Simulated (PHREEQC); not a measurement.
Consider water at 20 °C with 0.0069 mol/kgw NaHS, 0.0087 mol/kgw NaCl and 0.00081 mol/kgw ZnCl2. Closed to the air; pH follows from the charge balance.

Equilibrium calculation in PHREEQC: ion-association model, phreeqc.dat.

No solid was allowed to form.

Order these S species by the share of S that they hold, largest first: Zn(HS)2, HS-, Zn(HS)3-, H2S.

HS- (75 %), Zn(HS)2 (22 %), Zn(HS)3- (2.5 %), H2S (0.29 %)

The pH is 9.37 and the ionic strength 0.0156 mol/kgw. The solution is supersaturated, for example in Sphalerite (slow to form), so a real one may precipitate; this is no full list. Species that the database lacks are ignored.
